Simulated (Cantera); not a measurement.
Charge: 1 mol Pb, a varied amount of H₂, at 1648 K and 0.133 bar.

Cantera equilibrium calculation (NASA polynomials, part measured and part estimated; ideal gas, pure solids and liquids). Candidate condensed phases: Pb; 4 gas species. The numbers say what is thermodynamically allowed, not how fast it happens.

At 1.5 mol H₂, list the 4 most abundant gas species with their mole fractions, and the condensed phases.

H₂ 0.600, Pb 0.400, Pb₂ 0.000233, H 0.000189. Condensed: gas only.
